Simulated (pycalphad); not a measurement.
CALPHAD calculation (pycalphad, COST 507 light-alloy database (1999)), 1 atm. These are 1990s assessments: newer ones move some temperatures and phases. Diffusion is slow at the low end, where real alloys seldom reach equilibrium.

Ti-0.17Hf-3.11B (at.%): equilibrium cooling sequence

```json
[
 {"T (K)": "1876.5", "phases above": "LIQUID", "phases below": "BCC_A2 + LIQUID"},
 {"T (K)": "1814.1", "phases above": "BCC_A2 + LIQUID", "phases below": "BCC_A2 + BM"},
 {"T (K)": "1154.7", "phases above": "BCC_A2 + BM", "phases below": "BCC_A2 + BM + HCP_A3"},
 {"T (K)": "1154.3", "phases above": "BCC_A2 + BM + HCP_A3", "phases below": "BM + HCP_A3"}
]
```

Changes were sought between steps of 40 K, so a narrower field can be missed.

Database names, with the compositions (at.%) that they take in these runs: BM: Ti 50 B 50. BCC_A2 is bcc; HCP_A3 is hcp.
